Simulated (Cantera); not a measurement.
A closed system holds: 1 mol Si2Cl6, 4.5 mol H2, held at 1125 K and 7.50 Torr.

Cantera equilibrium calculation (NASA polynomials, part measured and part estimated; ideal gas, pure solids and liquids). Candidate condensed phases: Si; 19 gas species. The feed counts by its element totals alone. The tables' values for SiCl3 are old estimates; treat these amounts as uncertain. The numbers say what is thermodynamically allowed, not how fast it happens.

### Question
What is the equilibrium state?

### Answer
| Item | Result |
|---|---|
| x(H2) | 0.666 |
| x(SiCl4) | 0.174 |
| x(HCl) | 0.0917 |
| x(SiCl2) | 0.0268 |
| x(SiHCl3) | 0.0219 |
| x(SiCl3) | 0.0194 |
| x(SiH2Cl2) | 0.000339 |
| x(SiH3Cl) | 1.40e-6 |
| n(Si(s)) | 0.494 mol |
| gas amount | 6.221 mol |
